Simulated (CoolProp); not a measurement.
Properties of oxygen along the isobar 3.94 bar.

Model: reference Helmholtz-energy equation of state, Schmidt 1985, in CoolProp.

```csv
T (°C),phase,speed of sound (m/s),isothermal compressibility (1/MPa),viscosity (µPa s),Prandtl number
-128.05,gas,225.9,2.624,11.1,0.778
-120.75,gas,232.1,2.612,11.6,0.772
-113.45,gas,238.1,2.601,12.1,0.766
-106.05,gas,244.0,2.593,12.6,0.761
-98.75,gas,249.7,2.586,13.1,0.757
-91.45,gas,255.2,2.580,13.6,0.753
-84.05,gas,260.6,2.575,14.1,0.749
-76.75,gas,265.8,2.570,14.6,0.746
-69.45,gas,270.9,2.567,15.0,0.743
-62.05,gas,276.0,2.563,15.5,0.740
-54.75,gas,280.9,2.561,15.9,0.737
-47.45,gas,285.7,2.558,16.4,0.735
-40.05,gas,290.4,2.556,16.9,0.733
-32.75,gas,295.0,2.554,17.3,0.731
-25.45,gas,299.5,2.552,17.7,0.729
-18.05,gas,304.0,2.551,18.2,0.727
```

Viscosity comes from a separate model (Lemmon 2004). Thermal conductivity comes from a separate model (Lemmon 2004).
